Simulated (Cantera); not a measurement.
Charge: 1 mol CH₃Cl, 0.86 mol HCl, 11 mol H₂, held at 1198.15 K and 0.133 bar.

Method: chemical equilibrium by Gibbs-energy minimisation in Cantera with the NASA 1993 tables (ideal gas, pure condensed phases). Candidate condensed phases: C, C₆H₆, C₇H₈, C₈H₁₈; 91 gas species. The numbers say what is thermodynamically allowed, not how fast it happens.

Base state: H₂ 0.864, HCl 0.134, CH₄ 0.00159 (mole fractions); condensed: C(graphite).

Q: What changes in the equilibrium state with this change: temperature from 1198.15 K to 2850 K?

A: 
| species | before | after |
|---|---|---|
| H₂ | 0.864 | 0.641 |
| H | 4.85e-7 | 0.213 |
| HCl | 0.134 | 0.0962 |
| Cl | 6.55e-8 | 0.0220 |
| C₂H₂ (acetylene) | 8.57e-8 | 0.0252 |
| C₂H | <1e-9 | 0.00115 |
| C₃ | <1e-9 | 0.000433 |
| C(graphite), mol | 0.978 | 0.116 |

Q: What changes in the equilibrium state with this change: temperature from 1198.15 K to 2598.15 K?

A: 
| species | before | after |
|---|---|---|
| H₂ | 0.864 | 0.768 |
| HCl | 0.134 | 0.118 |
| H | 4.85e-7 | 0.0915 |
| C₂H₂ (acetylene) | 8.57e-8 | 0.0124 |
| Cl | 6.55e-8 | 0.00981 |
| C₂H | <1e-9 | 0.000129 |
| C₄H₂ | <1e-9 | 8.25e-5 |
| C₂HCl | <1e-9 | 2.53e-5 |
| C(graphite), mol | 0.978 | 0.627 |
